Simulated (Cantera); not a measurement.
Mixture: CH4 : CO : O2 : N2 = 1 : 0.98 : 1.66 : 6.24 (molar parts), equivalence ratio 1.5, at 7500 Torr, adiabatic and at constant volume. Ignition delay is the time to a rise of 400 K.

Detailed kinetics in Cantera: GRI-Mech 3.0 (53 species, 325 reactions).

Problem. What does this change do: pressure from 7500 Torr to 563 Torr?

Solution. 
```tsv
quantity	before	after
delay at 1250 K	5.42 ms	46.1 ms
delay at 1350 K	1.46 ms	10.8 ms
delay at 1450 K	0.448 ms	3.02 ms
delay at 1550 K	0.154 ms	1.03 ms
apparent activation energy between 1500 and 1600 K	200 kJ/mol	190 kJ/mol
```
